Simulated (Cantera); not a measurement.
Charge: 1 mol B2H6, 0.53 mol NH3, 3 mol N2, equilibrated at 2127 °C and 590 Pa.

Cantera equilibrium calculation (NASA polynomials, part measured and part estimated; ideal gas, pure solids and liquids). The feed counts by its element totals alone. The tables' values for BH2 are old estimates; treat these amounts as uncertain. Rates play no part.

```
species       before    after
----------  --------  -------
H2             0.429    0.624
N2             0.428    0.373
H              0.136  0.00235
BH2          0.00128  1.49e-6
B            0.00540  4.96e-9
BN          0.000124    <1e-9
BH          0.000183  1.99e-9
B(l), mol       1.95        0
BN(s), mol         0     2.00
```
Gas species are given as mole fractions.

Problem. What was changed between the two runs?
(A) pressure from 590 Pa to 100 Pa
(B) temperature from 2127 °C to 1775 °C
(C) temperature from 2127 °C to 1475 °C
(D) temperature from 2127 °C to 602 °C

Solution. C, temperature from 2127 °C to 1475 °C
